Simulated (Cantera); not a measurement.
A Cantera script and what it prints.

```python
import numpy as np
import cantera as ct

gas_names = """
    B BH BH2 BH3 BO BO2 B2 B2O B2O2 B2O3 B3O3H3 H HBO HBO2 HO2 H2 H2O H2O2 H3B3O6 O OH O2 O3
""".split()
cond_names = """
    B(b) B(L) B2O3(L) B3O3H3(cr) H2O(s) H2O(L)
""".split()


# ... load() reads the species with a 1 bar reference pressure and builds the phases ...
atoms = {
    'B': {'B': 1},
    'H2O': {'H': 2, 'O': 1},
}
top_T = {}  # K; cautious upper limits of use, not melting points


# ... equilibrate(T, P, feed) seeds the gas with the atoms and calls Mixture.equilibrate('TP', solver="vcs", rtol=1e-11, max_steps=5000) ...
results = []
T = 1848.15  # K
P = 1500  # Pa
for m in [0.38, 0.44, 0.51, 0.59, 0.69, 0.8, 0.93, 1.1, 1.3, 1.5, 1.7]:
    feed = {'B': 1, 'H2O': m}  # mol
    mix = equilibrate(T, P, feed)
    results.append((T, P, feed, dict(zip(mix.species_names, mix.species_moles))))

top = {s: max(r[3][s] / sum(r[3][g] for g in gas_names) for r in results) for s in gas_names}
cols = sorted((s for s in top if top[s] > 0.0001), key=lambda s: -top[s])[:5]
seen = [c for c in cond_names if any(r[3].get(c, 0) > 1e-12 for r in results)]
print("log10 of partial pressures in bar; condensed amounts in mol")
print(f"{'n(H2O)':>10s}" + "".join(f"{s[:9]:>10s}" for s in cols + seen))
for T, P, feed, n in results:
    ng = sum(n[g] for g in gas_names)
    print(f"{feed['H2O']:10.4g}" + "".join(f"{np.log10(max(n[s] / ng * P / 1e5, 1e-99)):10.3f}" for s in cols)
          + "".join(f"{n.get(c, 0):10.4g}" for c in seen))
```

Result:

```
log10 of partial pressures in bar; condensed amounts in mol
    n(H2O)        H2      B2O2       HBO      HBO2      B2O3      B(b)
      0.38    -2.063    -2.536    -2.571    -4.311    -3.408    0.6365
      0.44    -2.063    -2.536    -2.571    -4.311    -3.408    0.5791
      0.51    -2.063    -2.536    -2.571    -4.311    -3.408    0.5121
      0.59    -2.063    -2.536    -2.571    -4.311    -3.408    0.4356
      0.69    -2.063    -2.536    -2.571    -4.311    -3.408    0.3399
       0.8    -2.063    -2.536    -2.571    -4.311    -3.408    0.2347
      0.93    -2.063    -2.536    -2.571    -4.311    -3.408    0.1104
       1.1    -2.051    -2.618    -2.605    -3.944    -3.089         0
       1.3    -2.015    -3.005    -2.781    -3.339    -2.695         0
       1.5    -1.995    -3.656    -3.097    -2.915    -2.607         0
       1.7    -2.007    -4.525    -3.537    -2.593    -2.713         0
```

Method: chemical equilibrium by Gibbs-energy minimisation in Cantera with the NASA 1993 tables (ideal gas, pure condensed phases). The tables' values for BH2 are old estimates; treat these amounts as uncertain.
